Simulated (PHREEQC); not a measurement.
Model water analysis in mg/kgw, 5.3 °C, pH 7.16, pe 9.9: Na 50.8; K 0.0383; Ca 55.6; Mg 27.3; Cl 9.91; S(6) as SO4 291; Alkalinity as HCO3 62; Pb 3.61; Li 0.54.

Valence states are taken as typed.

All values are PHREEQC results (ion-association model, phreeqc.dat), not measurements.

This is a speciation only: nothing precipitates in the calculation.

Q: Order these Mg species by the share of Mg that they hold, largest first: MgHCO3+, MgSO4, Mg+2.

A: Mg+2 (86 %), MgSO4 (14 %), MgHCO3+ (0.63 %)

Q: Order these Pb species by the share of Pb that they hold, largest first: PbHCO3+, PbSO4, Pb+2, PbOH+, PbCO3.

A: PbCO3 (63 %), Pb+2 (16 %), PbSO4 (10.0 %), PbHCO3+ (7.9 %), PbOH+ (3.2 %)

The pH is 7.16 and the ionic strength 0.0114 mol/kgw. Saturation is exceeded, for instance for Cerussite; the values hold only as long as no solid forms. Complexes and solids missing from the database can't appear. Away from 25 °C the constants follow the database's enthalpies or fits; those with neither stay at their 25 °C values.
